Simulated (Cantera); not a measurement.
A Cantera script and its output.

```python
import numpy as np
import cantera as ct

gas = ct.Solution("gri30.yaml")
gas.TPX = 1925, 46000, {'NO': 1, 'N2': 15}
reactor = ct.IdealGasConstPressureReactor(gas, energy="off", clone=False)
net = ct.ReactorNet([reactor])
net.rtol, net.atol = 1e-08, 1e-18
show = ['NO', 'N2', 'O', 'N2O', 'NO2', 'O2']
times = np.geomspace(0.0005, 7, 14)

steps = ct.SolutionArray(gas, extra=["t"])
rows = []
print(f"{'t/s':>10s}{'T/K':>9s}{'P/Pa':>11s}" + "".join(f"{s:>11s}" for s in show))
for t in times:
    while net.time < t:
        t_next = net.step()
        steps.append(gas.state, t=t_next)
    rows.append([np.interp(t, steps.t, y) for y in (steps.T, steps.P, *steps(*show).X.T)])
    print(f"{t:10.3e}{rows[-1][0]:9.1f}{rows[-1][1]:11.4g}" + "".join(f"{x:11.3e}" for x in rows[-1][2:]))
rate = np.gradient(steps.T, steps.t)
print("integrator steps:", len(steps.t))
if steps.T.max() > steps.T[0] + 200:
    print(f"time of steepest temperature rise: {steps.t[rate.argmax()]:.4e} s")
gas.TPX = 1925, 46000, {'NO': 1, 'N2': 15}
gas.equilibrate("TP")
print(f"equilibrium (TP): T = {gas.T:.1f} K  " + "  ".join(f"{s} {gas[s].X[0]:.3e}" for s in show))
```

Output:

```
       t/s      T/K       P/Pa         NO         N2          O        N2O        NO2         O2
 5.000e-04   1925.0    4.6e+04  6.250e-02  9.375e-01  5.752e-07  5.041e-07  1.059e-07  4.389e-09
 1.042e-03   1925.0    4.6e+04  6.250e-02  9.375e-01  1.265e-06  8.907e-07  3.113e-07  2.053e-08
 2.172e-03   1925.0    4.6e+04  6.249e-02  9.375e-01  2.915e-06  1.361e-06  8.339e-07  1.079e-07
 4.527e-03   1925.0    4.6e+04  6.249e-02  9.375e-01  6.567e-06  1.691e-06  2.017e-06  6.461e-07
 9.434e-03   1925.0    4.6e+04  6.247e-02  9.375e-01  1.252e-05  1.774e-06  3.936e-06  3.903e-06
 1.966e-02   1925.0    4.6e+04  6.243e-02  9.375e-01  1.700e-05  1.775e-06  5.359e-06  1.770e-05
 4.098e-02   1925.0    4.6e+04  6.236e-02  9.376e-01  1.800e-05  1.771e-06  5.674e-06  5.334e-05
 8.541e-02   1925.0    4.6e+04  6.221e-02  9.376e-01  1.862e-05  1.762e-06  5.865e-06  1.292e-04
 1.780e-01   1925.0    4.6e+04  6.189e-02  9.378e-01  1.984e-05  1.744e-06  6.238e-06  2.888e-04
 3.710e-01   1925.0    4.6e+04  6.121e-02  9.381e-01  2.220e-05  1.707e-06  6.942e-06  6.270e-04
 7.732e-01   1925.0    4.6e+04  5.975e-02  9.389e-01  2.654e-05  1.628e-06  8.164e-06  1.351e-03
 1.612e+00   1925.0    4.6e+04  5.663e-02  9.404e-01  3.400e-05  1.467e-06  1.000e-05  2.905e-03
 3.359e+00   1925.0    4.6e+04  5.011e-02  9.437e-01  4.580e-05  1.162e-06  1.203e-05  6.158e-03
 7.000e+00   1925.0    4.6e+04  3.788e-02  9.498e-01  6.212e-05  6.980e-07  1.242e-05  1.227e-02
integrator steps: 580
equilibrium (TP): T = 1925.0 K  NO 2.595e-03  N2 9.674e-01  O 9.437e-05  N2O 1.104e-07  NO2 1.304e-06  O2 2.990e-02
```

Computed with Cantera and GRI-Mech 3.0 (53 species, 325 reactions).
